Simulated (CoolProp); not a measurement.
Dodecamethylpentasiloxane (MD3M) along the isobar 0.101 MPa: fugacity coefficient from the reference equation and from simpler models built on Tc = 628.0 K, pc = 0.9540 MPa, ω = 0.730; each cubic takes its own stable root.

Computed with CoolProp (reference Helmholtz-energy equation of state, Thol 2019).

| T (K) | phase | reference |
|---|---|---|
| 253.1 | liquid | 3.856e-7 |
| 269 | liquid | 3.036e-6 |
| 285 | liquid | 1.814e-5 |
| 301 | liquid | 8.534e-5 |
| 317 | liquid | 0.0003290 |
| 332.9 | liquid | 0.001065 |
| 348.9 | liquid | 0.003018 |
| 364.9 | liquid | 0.007575 |
| 380.8 | liquid | 0.01706 |
| 396.8 | liquid | 0.03530 |
| 412.8 | liquid | 0.06756 |
| 428.7 | liquid | 0.1204 |
| 444.7 | liquid | 0.2029 |
| 460.7 | liquid | 0.3242 |
| 476.6 | liquid | 0.4931 |

### Question
How far does each simpler model (Redlich-Kwong, Soave-Redlich-Kwong, Peng-Robinson) lie from the reference over these 15 states: mean and median of the absolute difference, and the worst?

### Answer
- Redlich-Kwong: mean 19136.7 %, median 1699.3 %, worst +162140.7 % at 253.1 K and 0.101 MPa
- Soave-Redlich-Kwong: mean 16.1 %, median 4.9 %, worst +75.5 % at 253.1 K and 0.101 MPa
- Peng-Robinson: mean 45.7 %, median 20.4 %, worst +196.9 % at 253.1 K and 0.101 MPa

At some of these states Redlich-Kwong gives the other phase, because its saturation line lies elsewhere.
